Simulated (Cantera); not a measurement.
A closed system holds: 1 mol HMDSO, 0.37 mol CO₂, held at 925 °C and 133 Pa.

Equilibrium computed with Cantera from the NASA thermochemical tables; the gas is ideal and each condensed phase is pure. Candidate condensed phases: C, C₆H₆, C₇H₈, C₈H₁₈, H₂O, Si, SiC, SiO₂; 123 gas species. The feed counts by its element totals alone. Mutual solubility and eutectic melting of coexisting phases are not modelled. The tables hold silica as quartz up to 1696 K and as liquid above; real silica turns to tridymite and cristobalite and melts near 1996 K. Equilibrium is a limit: real reactors are often held back by kinetics, nucleation or transport.

Base state: H₂ 0.961, CO 0.0390, CH₄ 1.97e-5, SiO 1.56e-5 (mole fractions); condensed: C(graphite) + SiC(s) + SiO₂(β-quartz).

### Question
What changes in the equilibrium state with this change: CO₂ from 0.37 to 5 mol?

### Answer
```
species               before    after
-------------------  -------  -------
H₂                     0.961    0.562
CO                    0.0390    0.437
CH₄                  1.97e-5  6.76e-6
SiO                  1.56e-5  1.39e-6
C(graphite), mol        4.69     4.00
SiC(s), mol             1.31        0
SiO₂(β-quartz), mol    0.687     2.00
```

### Question
What changes in the equilibrium state with this change: temperature from 925 °C to 677 °C?

### Answer
```tsv
species	before	after
H₂	0.961	1.000
CH₄	1.97e-5	0.000223
CO	0.0390	1.36e-5
SiO	1.56e-5	<1e-9
C(graphite), mol	4.69	5.24
SiC(s), mol	1.31	1.13
SiO₂(β-quartz), mol	0.687	0.870
```
